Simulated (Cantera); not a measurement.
An isothermal, constant-pressure homogeneous reactor starts with H2 : O2 : N2 = 0.52 : 1 : 13 (molar parts), equivalence ratio 0.26, at 875 K and 0.170 bar. Integrator tolerance rtol = 1e-08.

Cantera simulation using GRI-Mech 3.0 (53 species, 325 reactions); the numbers are that mechanism's predictions, not measurements. Below about 950 K walls govern HO2 and H2O2 in real vessels. The temperature is held fixed by assumption; the heat of reaction is taken as removed at once.

Task: What does this change do: pressure from 0.170 bar to 0.830 bar?

Result: 
| quantity | before | after |
|---|---|---|
| x(H2) at 2.00 s | 0.000138 (gas-phase equilibrium <1e-12) | 0.0347 (gas-phase equilibrium <1e-12) |
| x(O2) at 2.00 s | 0.0520 (gas-phase equilibrium 0.0519) | 0.0683 (gas-phase equilibrium 0.0519) |
| x(H) at 2.00 s | 1.32e-8 (gas-phase equilibrium <1e-12) | 3.95e-8 (gas-phase equilibrium <1e-12) |
| x(OH) at 2.00 s | 1.99e-7 (gas-phase equilibrium 4.69e-9) | 7.73e-9 (gas-phase equilibrium 3.16e-9) |
| x(NO) at 2.00 s | 1.56e-8 (gas-phase equilibrium 3.50e-6) | <1e-12 (gas-phase equilibrium 3.50e-6) |
| x(H2O2) at 2.00 s | 1.87e-6 (gas-phase equilibrium 1.55e-12) | 0.000134 (gas-phase equilibrium 3.44e-12) |
